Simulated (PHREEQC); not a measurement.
A solution holds 43 mmol/kgw CuSO4 and 6.5 mmol/kgw NaCl, at 25 °C. Closed to the air; pH follows from the charge balance.

Model: ion-association model, wateq4f.dat, run in PHREEQC.

```csv
quantity,before,after
pH,4.65,5.90
ionic strength (mol/kgw),0.106,0.107
Cu+2 (mol/kgw),0.0250,0.0176
SO4-2 (mol/kgw),0.0249,0.0282
CuSO4 (mol/kgw),0.0178,0.0142
Na+ (mol/kgw),0.00622,0.0124
SI of Tenorite (CuO),-0.33,+2.02
SI of Cu(OH)2 (Cu(OH)2),-1.35,+1.00
```

Question: What was changed between the two runs?
A. 0.0018 mol/kgw TMAH added
B. diluted 2-fold with water
C. CuSO4 from 0.043 to 0.43 mol/kgw
D. temperature from 25 to 20 °C
E. NaCl replaced by Na2CO3 at the same molality

Answer: E, NaCl replaced by Na2CO3 at the same molality

No solid was allowed to form. Some of these states are supersaturated (in Antlerite, Brochantite, Malachite, for instance).
